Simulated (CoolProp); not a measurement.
Decamethyltetrasiloxane (MD2M) along the isobar 101 kPa: fugacity coefficient from the reference equation and from simpler models built on Tc = 599.4 K, pc = 1144 kPa, ω = 0.635; each cubic takes its own stable root.

Computed with CoolProp (reference Helmholtz-energy equation of state, Thol 2017).

| T (K) | phase | reference |
|---|---|---|
| 212.5 | liquid | 1.321e-8 |
| 237.4 | liquid | 7.805e-7 |
| 262.4 | liquid | 1.815e-5 |
| 287.4 | liquid | 0.0002142 |
| 312.3 | liquid | 0.001526 |
| 337.3 | liquid | 0.007540 |
| 362.3 | liquid | 0.02793 |
| 387.2 | liquid | 0.08222 |

Task: How far does each simpler model (van der Waals, Redlich-Kwong, Soave-Redlich-Kwong, Peng-Robinson) lie from the reference over these 8 states: mean and median of the absolute difference, and the worst?

Result: 
- van der Waals: mean 20522464.9 %, median 67374.5 %, worst +156320869.0 % at 212.5 K and 101 kPa
- Redlich-Kwong: mean 57359.2 %, median 4696.5 %, worst +360535.9 % at 212.5 K and 101 kPa
- Soave-Redlich-Kwong: mean 45.6 %, median 20.1 %, worst +176.7 % at 212.5 K and 101 kPa
- Peng-Robinson: mean 104.0 %, median 47.3 %, worst +402.0 % at 212.5 K and 101 kPa

At some of these states van der Waals gives the other phase, because its saturation line lies elsewhere.
